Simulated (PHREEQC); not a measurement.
**Metal-bearing waste water: speciation**

Make-up at 25 °C: 0.024 mol/kgw FeSO4, 4.2e-05 mol/kgw H2SO4 and 0.00054 mol/kgw Na2SO4. Closed to the air; pH follows from the charge balance.

Equilibrium calculation in PHREEQC: ion-association model, wateq4f.dat.

- pH = 4.39
- ionic strength = 0.0636 mol/kgw
- total alkalinity = -0.0840 meq/kg

```
species  molality  activity   log γ
-------  --------  --------  ------
SO4-2      0.0160   0.00689  -0.366
Fe+2       0.0155   0.00703  -0.344
FeSO4     0.00849   0.00861   0.006
Na+       0.00104  0.000845  -0.092
H+        4.78e-5   4.03e-5  -0.074
NaSO4-    3.58e-5   2.92e-5  -0.089
HSO4-     3.35e-5   2.70e-5  -0.094
FeHSO4+   2.83e-6   2.28e-6  -0.093
FeOH+     6.80e-8   5.51e-8  -0.091
```

Precipitation was switched off in this run.
